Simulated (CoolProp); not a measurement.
The fluid at 298.15 K and 0.00403 MPa is throttled through a valve to 0.00197 MPa with no heat exchange. The same conditions are run with several fluids, on thermodynamics alone (safety and materials aside).

The numbers come from the reference Helmholtz-energy equation of state of each fluid (cyclohexane: Zhou 2014; R114: Platzer 1990; n-butane: Bücker 2006; ammonia: Gao 2020; R124: de Vries 1995) in CoolProp. The equations of Platzer and Polt are older, rougher fits.

```tsv
fluid	temperature change (K)	final density (kg/m³)
cyclohexane	-0.1	0.0670
R114	-0.0	0.136
n-butane	-0.0	0.0462
ammonia	-0.1	0.0135
R124	-0.0	0.109
```
